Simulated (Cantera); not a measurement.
Input: 1 mol CH3Cl, 0.011 mol Si, held at 713 Torr.

These are equilibrium values from Cantera (NASA tables, ideal gas, pure condensed phases), not measurements of a reactor. Candidate condensed phases: C, C6H6, C7H8, C8H18, Si, SiC; 109 gas species. The tables' values for SiCl3 are old estimates; treat these amounts as uncertain. Kinetics and transport are ignored. All values below are at 1277 °C.

Base state: H2 0.511, HCl 0.483, SiCl4 0.00329, SiCl3 0.000982, SiCl2 0.000816, CH4 0.000504, SiHCl3 0.000428, H 2.31e-5 (mole fractions); condensed: C(graphite).

What changes in the equilibrium state with this change: Si from 0.011 to 0.23 mol?


```json
[
 {"species": "H2", "before": "0.511", "after": "0.571"},
 {"species": "HCl", "before": "0.483", "after": "0.391"},
 {"species": "SiCl4", "before": "0.00329", "after": "0.0186"},
 {"species": "SiH2Cl2", "before": "9.06e-6", "after": "9.76e-5"},
 {"species": "SiCl2", "before": "0.000816", "after": "0.00786"},
 {"species": "SiHCl3", "before": "0.000428", "after": "0.00333"},
 {"species": "C(graphite), mol", "before": "0.999", "after": "0.841"},
 {"species": "SiC(s), mol", "before": "0", "after": "0.158"}
]
```
